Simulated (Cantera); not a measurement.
An isothermal, constant-pressure homogeneous reactor starts with CH₄ : H₂O = 1 : 2 (molar parts), at 2173 K and 750 Torr.

Detailed kinetics in Cantera: GRI-Mech 3.0 (53 species, 325 reactions).

x: mole fraction; the columns are a selection and need not sum to one.

```tsv
t (s)	x CH₄	x H₂O	x HCO	x H	x O₂	x C₂H₂
0.000200	0.0190	0.441	1.14e-6	0.00303	4.49e-7	0.0893
0.000406	0.0134	0.393	8.07e-7	0.00328	3.64e-7	0.0749
0.000823	0.0110	0.335	5.84e-7	0.00342	2.57e-7	0.0540
0.00167	(withheld)	(withheld)	(withheld)	0.00353	(withheld)	(withheld)
0.00339	(withheld)	(withheld)	(withheld)	0.00363	(withheld)	(withheld)
0.00687	0.00190	0.197	2.14e-7	0.00369	9.39e-8	0.00274
0.0139	0.000164	0.189	1.78e-7	0.00373	8.74e-8	8.47e-5
0.0283	1.18e-7	0.188	1.76e-7	0.00379	8.97e-8	2.47e-8
0.0574	3.29e-9	0.188	1.76e-7	0.00379	8.97e-8	1.62e-12
0.116	3.29e-9	0.188	1.76e-7	0.00379	8.97e-8	1.61e-12
0.236	3.29e-9	0.188	1.76e-7	0.00379	8.97e-8	1.61e-12
0.479	3.29e-9	0.188	1.76e-7	0.00379	8.97e-8	1.61e-12
0.972	3.29e-9	0.188	1.76e-7	0.00379	8.97e-8	1.61e-12
1.97	3.29e-9	0.188	1.76e-7	0.00379	8.97e-8	1.61e-12
4.00	3.29e-9	0.188	1.76e-7	0.00379	8.97e-8	1.61e-12
```

### Question
Fill in the missing entries.

### Answer

- 0.00167, x CH₄: 0.00820
- 0.00167, x H₂O: 0.276
- 0.00167, x HCO: 4.11e-7
- 0.00167, x O₂: 1.74e-7
- 0.00167, x C₂H₂: 0.0317
- 0.00339, x CH₄: 0.00497
- 0.00339, x H₂O: 0.227
- 0.00339, x HCO: 2.91e-7
- 0.00339, x O₂: 1.21e-7
- 0.00339, x C₂H₂: 0.0133
